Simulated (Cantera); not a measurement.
Input (Python, Cantera) and output of one run.

```python
import numpy as np
import cantera as ct

gas_names = """
    Br Br2 H HBr H2 Si SiBr SiBr2 SiBr3 SiBr4 SiH SiHBr3 SiH2 SiH2Br2 SiH3 SiH3Br SiH4 Si2 Si3
""".split()
cond_names = """
    Br2(cr) Br2(L) Si(cr) Si(L)
""".split()


# ... load() reads the species with a 1 bar reference pressure and builds the phases ...
atoms = {
    'Si': {'Si': 1},
    'HBr': {'H': 1, 'Br': 1},
    'H2': {'H': 2},
}
top_T = {}  # K; cautious upper limits of use, not melting points


# ... equilibrate(T, P, feed) seeds the gas with the atoms and calls Mixture.equilibrate('TP', solver="vcs", rtol=1e-11, max_steps=5000) ...
results = []
feed = {'Si': 1, 'HBr': 20, 'H2': 68}  # mol
P = 3900  # Pa
for T in [450, 600, 750, 900, 1050, 1200, 1350, 1500, 1650]:
    mix = equilibrate(T, P, feed)
    results.append((T, P, feed, dict(zip(mix.species_names, mix.species_moles))))

top = {s: max(r[3][s] / sum(r[3][g] for g in gas_names) for r in results) for s in gas_names}
cols = sorted((s for s in top if top[s] > 1e-06), key=lambda s: -top[s])[:7]
seen = [c for c in cond_names if any(r[3].get(c, 0) > 1e-12 for r in results)]
print("log10 of partial pressures in bar; condensed amounts in mol")
print(f"{'T/K':>10s}" + "".join(f"{s[:9]:>10s}" for s in cols + seen))
for T, P, feed, n in results:
    ng = sum(n[g] for g in gas_names)
    print(f"{T:10.4g}" + "".join(f"{np.log10(max(n[s] / ng * P / 1e5, 1e-99)):10.3f}" for s in cols)
          + "".join(f"{n.get(c, 0):10.4g}" for c in seen))
```

It prints:

```
log10 of partial pressures in bar; condensed amounts in mol
       T/K        H2       HBr     SiBr4     SiBr2        Br     SiBr3    SiHBr3
       450    -1.503    -2.144    -3.348   -24.259   -16.407   -17.046    -9.684
       600    -1.503    -2.144    -3.348   -15.940   -12.065   -11.956    -7.564
       750    -1.503    -2.144    -3.349   -10.995    -9.444    -8.925    -6.319
       900    -1.503    -2.144    -3.352    -7.731    -7.688    -6.922    -5.505
      1050    -1.504    -2.143    -3.367    -5.433    -6.428    -5.516    -4.943
      1200    -1.507    -2.129    -3.546    -3.921    -5.463    -4.650    -4.710
      1350    -1.513    -2.105    -4.335    -3.434    -4.696    -4.646    -5.196
      1500    -1.514    -2.104    -5.324    -3.370    -4.099    -4.985    -5.922
      1650    -1.514    -2.113    -6.191    -3.361    -3.620    -5.313    -6.564
```

Cantera equilibrium calculation (NASA polynomials, part measured and part estimated; ideal gas, pure solids and liquids). The tables' values for SiBr3, SiBr are old estimates; treat these amounts as uncertain.
